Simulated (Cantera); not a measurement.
Charge: 1 mol Si(CH3)4, 0.15 mol C2H4, 2.9 mol H2, 0.81 mol HCl, 1.4 mol CH4, held at 0.270 bar.

These are equilibrium values from Cantera (NASA tables, ideal gas, pure condensed phases), not measurements of a reactor. Candidate condensed phases: C, C6H6, C7H8, C8H18, Si, SiC; 109 gas species. The tables' values for SiCl are old estimates; treat these amounts as uncertain. Gases not in the tables: Si2H6 and higher silanes. Rates play no part.

Task: At 1852 °C, list the 7 most abundant gas species with their mole fractions, and the condensed phases.

Result: H2 0.929, HCl 0.0612, H 0.00674, C2H2 (acetylene) 0.00156, SiCl2 0.000712, Cl 0.000326, CH4 7.25e-5. Condensed: C(graphite) + SiC(s).
